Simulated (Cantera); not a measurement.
An adiabatic, constant-volume homogeneous reactor starts with 31.2 % H2, 9.18 % O2, 59.6 % N2, at 1675 K and 760 Torr.

Cantera simulation using the H2/O2 subset of GRI-Mech 3.0, which has no nitrogen chemistry; the numbers are that mechanism's predictions, not measurements.

Problem. Predict: time of steepest temperature rise; temperature at 0.400 s; equilibrium temperature; x(H2) at 0.400 s; x(O2) at 0.400 s; x(O) at 0.400 s; x(HO2) at 0.400 s; x(H) at 0.400 s; x(H2O2) at 0.400 s; x(H2O) at 0.400 s.

Solution. 
```json
{
 "time_of_steepest_temperature_rise": "10.8 µs",
 "temperature at 0.400 s": "2876 K",
 "equilibrium_temperature": "2876 K",
 "x(H2) at 0.400 s": "0.133 (gas-phase equilibrium 0.133)",
 "x(O2) at 0.400 s": "0.000974 (gas-phase equilibrium 0.000974)",
 "x(O) at 0.400 s": "0.00179 (gas-phase equilibrium 0.00179)",
 "x(HO2) at 0.400 s": "9.02e-7 (gas-phase equilibrium 9.02e-7)",
 "x(H) at 0.400 s": "0.0306 (gas-phase equilibrium 0.0306)",
 "x(H2O2) at 0.400 s": "1.02e-7 (gas-phase equilibrium 1.02e-7)",
 "x(H2O) at 0.400 s": "0.181 (gas-phase equilibrium 0.181)"
}
```
